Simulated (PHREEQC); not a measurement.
Make-up at 25 °C: 0.0049 mol/kgw HF, 0.00052 mol/kgw CsF, 0.0002 mol/kgw (NH4)2SiF6 and 0.21 mol/kgw HCl. Closed to the air; pH follows from the charge balance.

Computed with PHREEQC (ion-association model, wateq4f.dat).

Precipitation was switched off in this run.

Problem. What pH, activity of water does the model give?

Solution. pH 0.78; activity of water 0.993.

Problem. In which forms is Si present?

Solution. H4SiO4 52 %, SiF6-2 48 % of the Si.

Complexes and solids missing from the database can't appear. SiF6-2 is the database's only silicon fluoride.
